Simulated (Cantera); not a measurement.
A perfectly stirred reactor is fed with NH3 : H2 = 1 : 25 (molar parts), at 1.01 bar; it is held at 1775 K, and followed from long to short residence time.

Detailed kinetics in Cantera: the gas-phase N/H chemistry of the illustrative SiF4/NH3 mechanism in the Surface Chemkin manual (1991). Walls and surfaces, which speed up NH3 decomposition in real reactors, are not modelled.

Question: What does this change do: pressure from 1.01 bar to 0.0120 bar?

Answer: 
```tsv
quantity	before	after
x(NH3) at τ = 0.310 s	0.0352	0.0384
x(H2) at τ = 0.310 s	0.963	0.961
x(NH) at τ = 0.310 s	3.21e-7	2.02e-7
x(N) at τ = 0.310 s	1.94e-8	9.23e-9
x(NH2) at τ = 0.310 s	2.44e-5	2.02e-5
x(NH3) at τ = 34.0 ms	0.0381	0.0385
x(H2) at τ = 34.0 ms	0.961	0.962
x(NH) at τ = 34.0 ms	3.05e-7	2.59e-9
x(N) at τ = 34.0 ms	1.73e-8	1.35e-11
x(NH2) at τ = 34.0 ms	2.47e-5	2.29e-6
```

Question: What does this change do: H2 25 to 8.8 parts?

Answer: 
```json
[
 {"quantity": "x(NH3) at τ = 0.310 s", "before": "0.0352", "after": "0.0862"},
 {"quantity": "x(H2) at τ = 0.310 s", "before": "0.963", "after": "0.906"},
 {"quantity": "x(NH) at τ = 0.310 s", "before": "3.21e-7", "after": "6.37e-7"},
 {"quantity": "x(N) at τ = 0.310 s", "before": "1.94e-8", "after": "3.45e-8"},
 {"quantity": "x(NH2) at τ = 0.310 s", "before": "2.44e-5", "after": "5.38e-5"},
 {"quantity": "x(NH3) at τ = 34.0 ms", "before": "0.0381", "after": "0.0999"},
 {"quantity": "x(H2) at τ = 34.0 ms", "before": "0.961", "after": "0.899"},
 {"quantity": "x(NH) at τ = 34.0 ms", "before": "3.05e-7", "after": "6.72e-7"},
 {"quantity": "x(N) at τ = 34.0 ms", "before": "1.73e-8", "after": "3.47e-8"},
 {"quantity": "x(NH2) at τ = 34.0 ms", "before": "2.47e-5", "after": "5.96e-5"}
]
```
